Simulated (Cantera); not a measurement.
A perfectly stirred reactor is fed with CH4 : O2 : N2 = 0.0041 : 0.0024 : 1 (molar parts), at 0.950 bar; it is held at 1600 K, and followed from long to short residence time.

Cantera simulation using GRI-Mech 3.0 (53 species, 325 reactions); the numbers are that mechanism's predictions, not measurements.

What does this change do: 0.0059 parts H2 added?


| quantity | before | after |
|---|---|---|
| x(CH4) at τ = 12.0 s | 0.000332 | 0.000470 |
| x(O2) at τ = 12.0 s | 6.71e-6 | 4.96e-6 |
| x(C2H) at τ = 12.0 s | 2.17e-9 | 1.74e-9 |
| x(CH2O) at τ = 12.0 s | 2.82e-8 | 1.39e-8 |
| x(CH2CO) at τ = 12.0 s | 1.98e-7 | 1.66e-7 |
| x(CH4) at τ = 79.0 ms | 0.00114 | 0.00152 |
| x(O2) at τ = 79.0 ms | 0.000376 | 0.000289 |
| x(C2H) at τ = 79.0 ms | 5.76e-9 | 3.57e-9 |
| x(CH2O) at τ = 79.0 ms | 2.05e-6 | 1.02e-6 |
| x(CH2CO) at τ = 79.0 ms | 4.63e-6 | 4.66e-6 |

What does this change do: N2 1 to 0.66 parts?


| quantity | before | after |
|---|---|---|
| x(CH4) at τ = 12.0 s | 0.000332 | 0.000502 |
| x(O2) at τ = 12.0 s | 6.71e-6 | 8.23e-6 |
| x(C2H) at τ = 12.0 s | 2.17e-9 | 2.56e-9 |
| x(CH2O) at τ = 12.0 s | 2.82e-8 | 3.31e-8 |
| x(CH2CO) at τ = 12.0 s | 1.98e-7 | 3.05e-7 |
| x(CH4) at τ = 79.0 ms | 0.00114 | 0.00165 |
| x(O2) at τ = 79.0 ms | 0.000376 | 0.000472 |
| x(C2H) at τ = 79.0 ms | 5.76e-9 | 7.23e-9 |
| x(CH2O) at τ = 79.0 ms | 2.05e-6 | 2.39e-6 |
| x(CH2CO) at τ = 79.0 ms | 4.63e-6 | 7.64e-6 |

What does this change do: temperature 1600 to 1125 K?


```json
[
 {"quantity": "x(CH4) at τ = 12.0 s", "before": "0.000332", "after": "0.00403"},
 {"quantity": "x(O2) at τ = 12.0 s", "before": "6.71e-6", "after": "0.00236"},
 {"quantity": "x(C2H) at τ = 12.0 s", "before": "2.17e-9", "after": "<1e-12"},
 {"quantity": "x(CH2O) at τ = 12.0 s", "before": "2.82e-8", "after": "5.83e-6"},
 {"quantity": "x(CH2CO) at τ = 12.0 s", "before": "1.98e-7", "after": "9.13e-8"},
 {"quantity": "x(CH4) at τ = 79.0 ms", "before": "0.00114", "after": "0.00407"},
 {"quantity": "x(O2) at τ = 79.0 ms", "before": "0.000376", "after": "0.00238"},
 {"quantity": "x(C2H) at τ = 79.0 ms", "before": "5.76e-9", "after": "<1e-12"},
 {"quantity": "x(CH2O) at τ = 79.0 ms", "before": "2.05e-6", "after": "1.38e-8"},
 {"quantity": "x(CH2CO) at τ = 79.0 ms", "before": "4.63e-6", "after": "<1e-12"}
]
```
